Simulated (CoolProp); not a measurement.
Values from CoolProp's reference Helmholtz-energy equation of state, Thol 2019.

Problem. For tetradecamethylhexasiloxane (MD4M), give the phase and the density (kg/m³), cp (kJ/(kg K)), cv (kJ/(kg K)), expansivity (1/kK) at 620 K and 110 kPa.

Solution. 
- 620 K and 110 kPa: gas; density 10.5, cp 2.10, cv 2.07, expansivity 2.13
